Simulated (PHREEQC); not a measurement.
Solution (48 °C): 1 mol/kgw KHCO3 and 0.55 mol/kgw Na2CO3. Closed to the air; pH follows from the charge balance.

The numbers come from PHREEQC with the Pitzer model, pitzer.dat.

```
Quantity                    Value
-------------------  ------------
pH                           9.12
ionic strength       2.65 mol/kgw
activity of water           0.950
density               1.096 g/cm³
osmotic coefficient         0.778
total alkalinity      2100 meq/kg
```

| species | molality | activity | log γ |
|---|---|---|---|
| Na+ | 1.10 | 0.498 | -0.344 |
| K+ | 1.00 | 0.588 | -0.231 |
| HCO3- | 0.999 | 0.408 | -0.389 |
| CO3-2 | 0.550 | 0.0342 | -1.207 |
| CO2 | 0.000464 | 0.000620 | 0.125 |
| OH- | 8.11e-5 | 6.03e-5 | -0.129 |
| H+ | 2.21e-9 | 7.64e-10 | -0.460 |

Precipitation was switched off in this run. In brines, pH and single-ion activities rest on the MacInnes convention. Away from 25 °C the constants follow the database's enthalpies or fits; those with neither stay at their 25 °C values.
